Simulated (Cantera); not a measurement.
Feed: 1 mol Si₃N₄, 1.4 mol HCl, held at 1273 K and 13300 Pa.

Method: chemical equilibrium by Gibbs-energy minimisation in Cantera with the NASA 1993 tables (ideal gas, pure condensed phases). Candidate condensed phases: NH₄Cl, Si, Si₃N₄; 28 gas species. The tables' values for SiCl₃ are old estimates; treat these amounts as uncertain. Rates play no part.

Base state: HCl 0.450, H₂ 0.297, SiCl₄ 0.142, N₂ 0.101, SiCl₃ 0.00510, SiHCl₃ 0.00375, SiCl₂ 0.00120, SiH₂Cl₂ 1.37e-5 (mole fractions); condensed: Si₃N₄(s).

Problem. What changes in the equilibrium state with this change: Si₃N₄ replaced by BN?

Solution. 
```
species         before   after
-------------  -------  ------
HCl              0.450   0.915
H₂               0.297  0.0427
BCl₃                 0  0.0285
SiCl₄            0.142       0
N₂               0.101  0.0142
SiCl₃          0.00510       0
SiHCl₃         0.00375       0
SiCl₂          0.00120       0
SiH₂Cl₂        1.37e-5       0
Si₃N₄(s), mol    0.932       0
BN(s), mol           0   0.960
```
Gases not in the tables: BHCl₂. Further candidate phases: B, BN.
